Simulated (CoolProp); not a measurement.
Model: reference Helmholtz-energy equation of state, Schroeder 2014, in CoolProp.

**Question.** Give the vapour pressure (kPa), vapour density (kg/m³), liquid viscosity (µPa s), vapour viscosity (µPa s) of saturated ethanol at 33.75, 85.05 °C.

**Answer.** 
```tsv
T (°C)	p (kPa)	vapour density (kg/m³)	liquid viscosity (µPa s)	vapour viscosity (µPa s)
33.75	12.9	0.234	917	9.04
85.05	131	2.11	400	10.6
```

Viscosity comes from a separate model (Kiselev 2005).
